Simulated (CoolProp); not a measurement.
Vapour-liquid equilibrium of m-xylene (1) + n-undecane (2) at 117.85 °C; x and y are mole fractions of (1).

Model: multi-fluid Helmholtz-energy mixture model, Zhou 2012 and Aleksandrov 2011; pair parameters Bell 2016, in CoolProp.

Give the bubble pressure and the first vapour's composition at x = 0.35, 0.45, 0.95. Is there an azeotrope?

x = 0.35: 0.02458 MPa, y = 0.752; x = 0.45: 0.02910 MPa, y = 0.823; x = 0.95: 0.05289 MPa, y = 0.991. No azeotrope shows between x = 0.05 and 0.95.

Pair parameters are fitted to limited data, so mixtures are less certain than the pure fluids.
